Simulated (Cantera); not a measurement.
Feed: 1 mol MgO, 1.1 mol Br2, equilibrated at 850 K and 90000 Pa.

These are equilibrium values from Cantera (NASA tables, ideal gas, pure condensed phases), not measurements of a reactor. Candidate condensed phases: Br2, Mg, MgBr2, MgO; 10 gas species. The numbers say what is thermodynamically allowed, not how fast it happens.

Base state: Br2 0.999, Br 0.000757 (mole fractions); condensed: MgO(s).

### Question
What changes in the equilibrium state with this change: temperature from 850 K to 1350 K?

### Answer
```
species        before    after
-----------  --------  -------
Br2             0.999    0.872
Br           0.000757    0.122
MgBr2         4.65e-7  0.00400
O2            2.33e-7  0.00200
MgO(s), mol     1.000    0.995
```
